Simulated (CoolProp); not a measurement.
The numbers come from the reference Helmholtz-energy equation of state, Gao 2016 in CoolProp.

Task: For sulfur dioxide, give the phase and the Z, cp (kJ/(kg K)), cv (kJ/(kg K)), expansivity (1/kK) at 77.55 °C and 0.961 MPa.

Result: 
- 77.55 °C and 0.961 MPa: gas; Z 0.905, cp 0.801, cv 0.588, expansivity 4.05
